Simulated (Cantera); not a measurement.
A closed system holds: 1 mol B, 0.51 mol NH3, 4.3 mol H2, equilibrated at 100000 Pa.

Method: chemical equilibrium by Gibbs-energy minimisation in Cantera with the NASA 1993 tables (ideal gas, pure condensed phases). Candidate condensed phases: B, BN; 15 gas species. Mutual solubility and eutectic melting of coexisting phases are not modelled. Gases not in the tables: B2H6 and higher boranes. Rates play no part.

### Question
Which condensed phases are stable at each of these points (T (K)): 2050, 2100, 2150, 2200, 2250, 2300, 2350?

### Answer
```tsv
T (K)	condensed phases	B condensed (%)
2050	B(s) + BN(s)	99.7
2100	B(s) + BN(s)	99.6
2150	B(s) + BN(s)	99.4
2200	B(s) + BN(s)	99.3
2250	B(s) + BN(s)	99.1
2300	B(s) + BN(s)	98.9
2350	B(l) + BN(s)	98.7
```

From 2050 K to 2300 K the condensed part is B(s) + BN(s). At 2350 K the condensed part is B(l) + BN(s). The share of B in condensed phases is highest at 2050 K (99.7 %) and lowest at 2350 K (98.7 %).
